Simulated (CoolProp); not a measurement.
The fluid at 431.78 K and 0.0463 MPa (gas) is heated at constant pressure to 480.6 K. The same conditions are run with several fluids, on thermodynamics alone (safety and materials aside).

Model: reference Helmholtz-energy equation of state of each fluid (o-xylene: Zhou 2012; 1,2-dichloroethane: Thol 2015; isobutane: Bücker 2006), in CoolProp.

```csv
fluid,heat (kJ/kg),final density (kg/m³)
o-xylene,?,?
"1,2-dichloroethane",48.5,?
isobutane,117,0.675
```

Problem. What belongs in the gaps?

Solution. 
- o-xylene, heat (kJ/kg): 89.3
- o-xylene, final density (kg/m³): 1.25
- 1,2-dichloroethane, final density (kg/m³): 1.15
